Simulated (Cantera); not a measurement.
**Low-pressure radical oxidation in H2/O2**

An isothermal, constant-pressure homogeneous reactor starts with H2 : O2 = 0.037 : 1 (molar parts), equivalence ratio 0.018, at 1450 K and 0.00190 bar.

Cantera simulation using GRI-Mech 3.0 (53 species, 325 reactions); the numbers are that mechanism's predictions, not measurements. Radical loss at walls, strong at low pressure, is not modelled. The temperature is held fixed by assumption; the heat of reaction is taken as removed at once.

| t (s) | x H2 | x O2 | x H2O2 | x OH | x H | x HO2 | x H2O |
|---|---|---|---|---|---|---|---|
| 2.00e-6 | 0.0357 | 0.964 | <1e-12 | 3.71e-12 | 4.44e-10 | 4.47e-10 | <1e-12 |
| 1.00e-5 | 0.0357 | 0.964 | <1e-12 | 9.00e-11 | 2.15e-9 | 2.24e-9 | <1e-12 |
| 5.03e-5 | 0.0357 | 0.964 | <1e-12 | 2.00e-9 | 9.30e-9 | 1.12e-8 | 7.64e-11 |
| 0.000252 | 0.0357 | 0.964 | 1.80e-11 | 3.22e-8 | 2.96e-8 | 5.63e-8 | 6.74e-9 |
| 0.00126 | 0.0357 | 0.964 | 4.20e-10 | 5.13e-7 | 1.87e-7 | 2.82e-7 | 4.84e-7 |
| 0.00633 | 0.0335 | 0.962 | 3.73e-9 | 0.00102 | 0.000339 | 6.90e-7 | 0.00155 |
| 0.0317 | 0.000449 | 0.932 | 4.48e-9 | 0.00489 | 0.00292 | 1.71e-7 | 0.0313 |
| 0.159 | 0.000441 | 0.933 | 4.46e-9 | 0.00485 | 0.00284 | 1.70e-7 | 0.0314 |
| 0.798 | 0.000405 | 0.935 | 4.36e-9 | 0.00466 | 0.00248 | 1.65e-7 | 0.0318 |
| 4.00 | 0.000273 | 0.945 | 3.87e-9 | 0.00384 | 0.00132 | 1.40e-7 | 0.0331 |
x: mole fraction; the columns are a selection and need not sum to one.

Equilibrium at this temperature and pressure: H2 8.07e-7, O2 0.964, H2O2 2.39e-10, OH 0.000211, H 1.96e-7, HO2 5.29e-8, H2O 0.0362 (gas phase only).
